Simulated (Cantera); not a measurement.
Cantera run, input and output.

```python
import numpy as np
import cantera as ct

gas = ct.Solution("h2o2.yaml")
gas.TPX = 798, 130000, {'H2': 1, 'O2': 0.455, 'N2': 1.71}
inlet = ct.Reservoir(gas, clone=True)
gas.equilibrate("HP")  # start burning
reactor = ct.IdealGasConstPressureReactor(gas, energy="on", clone=False)
exhaust = ct.Reservoir(gas, clone=True)
tau = [0.23, 0.099, 0.042, 0.018, 0.0077, 0.0033, 0.0014, 0.00059, 0.00025, 0.00011, 4.6e-05, 1.9e-05][0]
for a, b in ((inlet, reactor), (reactor, exhaust)):
    ct.MassFlowController(a, b, mdot=lambda t: reactor.mass / tau)
net = ct.ReactorNet([reactor])
show = ['H2', 'O2', 'HO2', 'H2O', 'H']

rows = []
print(f"{'tau/s':>10s}{'T/K':>9s}" + "".join(f"{s:>11s}" for s in show))
for tau in [0.23, 0.099, 0.042, 0.018, 0.0077, 0.0033, 0.0014, 0.00059, 0.00025, 0.00011, 4.6e-05, 1.9e-05]:
    net.initial_time = 0.0
    net.advance(30 * tau)
    before = gas.X
    net.advance(40 * tau)
    drift = np.max(np.abs(gas.X - before) / (gas.X + 1e-9))
    rows.append([gas.T, *gas[show].X, drift])
    print(f"{tau:10.3e}{gas.T:9.1f}" + "".join(f"{x:11.3e}" for x in gas[show].X))
```

It prints:

```
     tau/s      T/K         H2         O2        HO2        H2O          H
 2.300e-01   2649.2  4.642e-02  4.697e-03  2.224e-06  3.043e-01  8.952e-03
 9.900e-02   2648.2  4.648e-02  4.724e-03  2.235e-06  3.042e-01  8.999e-03
 4.200e-02   2645.9  4.662e-02  4.789e-03  2.260e-06  3.039e-01  9.109e-03
 1.800e-02   2640.6  4.694e-02  4.937e-03  2.315e-06  3.032e-01  9.362e-03
 7.700e-03   2628.6  4.763e-02  5.269e-03  2.438e-06  3.016e-01  9.942e-03
 3.300e-03   2602.8  4.908e-02  5.976e-03  2.695e-06  2.983e-01  1.123e-02
 1.400e-03   2550.4  5.183e-02  7.381e-03  3.203e-06  2.919e-01  1.402e-02
 5.900e-04   2457.4  5.606e-02  9.790e-03  4.181e-06  2.811e-01  1.947e-02
 2.500e-04   2322.1  6.093e-02  1.315e-02  6.050e-06  2.670e-01  2.844e-02
 1.100e-04   2162.0  6.505e-02  1.704e-02  9.181e-06  2.522e-01  4.039e-02
 4.600e-05   1972.2  6.847e-02  2.189e-02  1.448e-05  2.365e-01  5.593e-02
 1.900e-05   1770.2  7.325e-02  2.853e-02  2.330e-05  2.197e-01  7.232e-02
```

Model: the H2/O2 subset of GRI-Mech 3.0, which has no nitrogen chemistry, integrated in Cantera.
